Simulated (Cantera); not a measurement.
## Thermodynamics of silicon carbide growth, feed SiCl4 + CH4 + H2 + C2H4

Input: 1 mol SiCl4, 0.67 mol CH4, 6.1 mol H2, 0.056 mol C2H4, held at 35000 Pa.

Equilibrium computed with Cantera from the NASA thermochemical tables; the gas is ideal and each condensed phase is pure. Candidate condensed phases: C, C6H6, C7H8, C8H18, Si, SiC; 109 gas species. The tables' values for SiCl3, SiCl are old estimates; treat these amounts as uncertain. Gases not in the tables: Si2H6 and higher silanes. The numbers say what is thermodynamically allowed, not how fast it happens.

```csv
T (K),log p H2,log p HCl,log p SiCl4,log p SiCl2,log p H,log p CH4,log p Cl,n C(graphite),n SiC(s)
1025,-0.56,-1.41,-1.53,-5.33,-8.64,-2.26,-9.53,0.418,0.227
1175,-0.59,-1.14,-1.72,-4.16,-7.21,-2.91,-7.81,0.296,0.455
1325,-0.64,-0.97,-2.02,-3.35,-6.10,-3.44,-6.52,0.0898,0.683
1475,-0.66,-0.91,-2.40,-2.70,-5.22,-4.00,-5.56,0,0.779
1625,-0.67,-0.90,-2.92,-2.31,-4.49,-4.38,-4.82,0,0.781
1775,-0.67,-0.89,-3.55,-2.18,-3.87,-4.51,-4.21,0,0.780
1925,-0.67,-0.89,-4.13,-2.08,-3.36,-4.63,-3.70,0.0229,0.753
2075,-0.67,-0.91,-4.60,-1.96,-2.91,-4.79,-3.29,0.0835,0.683
2225,-0.67,-0.94,-5.04,-1.87,-2.52,-4.94,-2.93,0.138,0.609
2375,-0.67,-0.96,-5.44,-1.80,-2.19,-5.07,-2.62,0.180,0.523
2525,-0.68,-1.00,-5.82,-1.75,-1.89,-5.20,-2.36,0.220,0.388
```
log p: log10 of the partial pressure in bar; n: condensed amount in mol.

From 1025 K to 1325 K the condensed part is C(graphite) + SiC(s). From 1475 K to 1775 K the condensed part is SiC(s). From 1925 K to 2525 K the condensed part is C(graphite) + SiC(s). The main Si-bearing gas is SiCl4 at 1025 K and SiCl2 at 2525 K. The share of Si in condensed phases is highest at 1625 K (78.1 %) and lowest at 1025 K (22.7 %).
